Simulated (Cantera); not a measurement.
Feed: 1 mol Zr, 0.31 mol O₂, 6.2 mol N₂, held at 1277 °C and 0.0825 Torr.

Cantera equilibrium calculation (NASA polynomials, part measured and part estimated; ideal gas, pure solids and liquids). Candidate condensed phases: Zr, ZrN, ZrO₂; 13 gas species. Mutual solubility and eutectic melting of coexisting phases are not modelled. ZrN: taken at fixed stoichiometry. Condensed phases not in the tables: solid solutions among these carbides, nitrides and lower oxides. The numbers say what is thermodynamically allowed, not how fast it happens.

### Question
What is the equilibrium state?

### Answer
| Quantity | Value |
|---|---|
| x(N₂) | 1.00 |
| n(ZrN(s)) | 0.690 mol |
| n(ZrO₂(tetragonal)) | 0.310 mol |
| gas amount | 5.855 mol |
| log10 activity of Zr(β) (absent) | -5.50 |
